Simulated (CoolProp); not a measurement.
R507A at 293.15 K and 0.745 MPa flows at 0.21 m/s in a round tube of 1 mm bore and 0.25 µm roughness, fully developed (64/Re and Nu = 3.66 if laminar; Colebrook and Gnielinski if turbulent). Each further row changes one setting.

Model: reference Helmholtz-energy equation of state, Lemmon 2003, in CoolProp. It is a pseudo-pure fit of the blend.

```json
[
 {"case": "as stated", "Reynolds number": "605", "Darcy friction factor": "0.106", "pressure drop (Pa/m)": "82.2", "heat-transfer coefficient (W/(m² K))": "51.3", "mass flow (kg/h)": "0.0209"},
 {"case": "velocity 0.42 m/s", "Reynolds number": "1210", "Darcy friction factor": "0.0529", "pressure drop (Pa/m)": "164", "heat-transfer coefficient (W/(m² K))": "51.3", "mass flow (kg/h)": "0.0419"},
 {"case": "diameter 2 mm", "Reynolds number": "1210", "Darcy friction factor": "0.0529", "pressure drop (Pa/m)": "20.6", "heat-transfer coefficient (W/(m² K))": "25.6", "mass flow (kg/h)": "0.0837"}
]
```

Viscosity comes from a separate model (Geller 2000). Thermal conductivity comes from a separate model (Geller 2001).
